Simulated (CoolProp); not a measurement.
A single-stage vapour-compression cycle with dimethyl ether: evaporating at 219.15 K (dew point), condensing at 278.15 K (bubble point), superheat 5 K, subcooling 2 K, compressor efficiency 0.9, no pressure losses. Each further row changes one setting.

Model: reference Helmholtz-energy equation of state, Wu 2011, in CoolProp.

| case | cooling COP | pressure ratio | discharge temperature (K) | refrigerating effect (kJ/kg) | volumetric capacity (kJ/m³) |
|---|---|---|---|---|---|
| as stated | 2.72 | 13.6 | 329.4 | 375 | 219 |
| evaporating temperature 224.15 K | 3.10 | 10.2 | 323.4 | 381 | 289 |
| condensing temperature 273.15 K | 3.03 | 11.5 | 321.9 | 387 | 226 |
| subcooling 7 K | 2.80 | 13.6 | 329.4 | 387 | 226 |
| superheat 15 K | 2.69 | 13.6 | 341.1 | 388 | 216 |
| compressor efficiency 0.8 | 2.42 | 13.6 | 340.2 | 375 | 219 |
